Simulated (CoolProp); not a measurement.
Properties of c-C4F8 (RC318) along the isotherm 226.85 °C.

Values from CoolProp's reference Helmholtz-energy equation of state, Platzer 1990. This equation is an older, rougher fit; its heat capacities, sound speeds and derivatives of the liquid may be far off and weren't checked against measurements.

```json
[
 {"p (bar)": "27.8", "phase": "supercritical", "density (kg/m³)": "153.9", "fugacity coefficient": "0.8776"},
 {"p (bar)": "55.6", "phase": "supercritical", "density (kg/m³)": "353.6", "fugacity coefficient": "0.7725"},
 {"p (bar)": "83.3", "phase": "supercritical", "density (kg/m³)": "565.4", "fugacity coefficient": "0.6919"},
 {"p (bar)": "111", "phase": "supercritical", "density (kg/m³)": "727.6", "fugacity coefficient": "0.6378"},
 {"p (bar)": "139", "phase": "supercritical", "density (kg/m³)": "839.3", "fugacity coefficient": "0.6046"},
 {"p (bar)": "167", "phase": "supercritical", "density (kg/m³)": "919.0", "fugacity coefficient": "0.5864"},
 {"p (bar)": "194", "phase": "supercritical", "density (kg/m³)": "977.8", "fugacity coefficient": "0.5789"},
 {"p (bar)": "222", "phase": "supercritical", "density (kg/m³)": "1027", "fugacity coefficient": "0.5786"},
 {"p (bar)": "250", "phase": "supercritical", "density (kg/m³)": "1067", "fugacity coefficient": "0.5843"},
 {"p (bar)": "278", "phase": "supercritical", "density (kg/m³)": "1102", "fugacity coefficient": "0.5949"}
]
```
